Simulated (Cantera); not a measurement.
An isothermal, constant-pressure homogeneous reactor starts with 3.70 % C2H6, 96.3 % N2, at 1150 K and 0.0263 atm.

Detailed kinetics in Cantera: GRI-Mech 3.0 (53 species, 325 reactions). GRI-Mech 3.0 stops at C3 and has no aromatics, soot or wall deposition, so with more carbon than oxygen in the feed, carbon stays in small species such as C2H2 where larger ones or solid carbon would form. Radical loss at walls, strong at low pressure, is not modelled.

### Question
Predict: x(C2H6) at 1.00 s; x(CH4) at 1.00 s; x(CH3) at 1.00 s; x(C2H2) at 1.00 s; x(C2H4) at 1.00 s.

### Answer
```json
{
 "x(C2H6) at 1.00 s": "0.00268 (gas-phase equilibrium 2.70e-7)",
 "x(CH4) at 1.00 s": "0.00497 (gas-phase equilibrium 0.00541)",
 "x(CH3) at 1.00 s": "1.26e-5 (gas-phase equilibrium 1.89e-7)",
 "x(C2H2) at 1.00 s": "0.00487 (gas-phase equilibrium 0.0134)",
 "x(C2H4) at 1.00 s": "0.0257 (gas-phase equilibrium 0.000589)"
}
```
